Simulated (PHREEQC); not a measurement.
Solution (20 °C): 0.052 mol CaCl2, 0.00078 mol Na2SO4 and 0.00033 mol MgSO4 per kg of water. It is in equilibrium with CO2 at log p = -3.4 (atm). Otherwise closed; pH follows from the charge balance.

Computed with PHREEQC (ion-association model, phreeqc.dat).

Each row changes one thing in this solution. No solid was allowed to form.

| case | pH | ionic strength (mol/kgw) | SO4-2 (mol/kgw) | HCO3- (mol/kgw) | HSO4- (mol/kgw) | CO3-2 (mol/kgw) |
|---|---|---|---|---|---|---|
| as made | 5.54 | 0.158 | 0.000567 | 2.97e-6 | 5.98e-8 | 9.92e-11 |
| CaCl2 replaced by CdCl2 at the same molality | 5.40 | 0.0779 | 0.000668 | 2.02e-6 | 1.18e-7 | 4.11e-11 |
| diluted 10-fold with water | 5.58 | 0.0159 | 8.29e-5 | 2.80e-6 | 1.31e-8 | 6.49e-11 |
| MgSO4 from 0.00033 to 0.000165 mol/kgw | 5.54 | 0.157 | 0.000483 | 2.97e-6 | 5.11e-8 | 9.89e-11 |
| Na2SO4 left out | 5.54 | 0.157 | 0.000168 | 2.95e-6 | 1.79e-8 | 9.75e-11 |
| Na2SO4 from 0.00078 to 7.8e-05 mol/kgw | 5.54 | 0.157 | 0.000208 | 2.95e-6 | 2.21e-8 | 9.77e-11 |
| MgSO4 from 0.00033 to 0.0033 mol/kgw | ? | 0.164 | 0.00207 | 3.05e-6 | 2.11e-7 | 1.05e-10 |
| MgSO4 left out | 5.54 | 0.157 | 0.000399 | 2.96e-6 | 4.23e-8 | 9.85e-11 |
| Na2SO4 from 0.00078 to 0.0078 mol/kgw | 5.57 | ? | 0.00430 | 3.18e-6 | 4.19e-7 | 1.15e-10 |

Complete the blanks.


- MgSO4 from 0.00033 to 0.0033 mol/kgw, pH: 5.55
- Na2SO4 from 0.00078 to 0.0078 mol/kgw, ionic strength (mol/kgw): 0.166
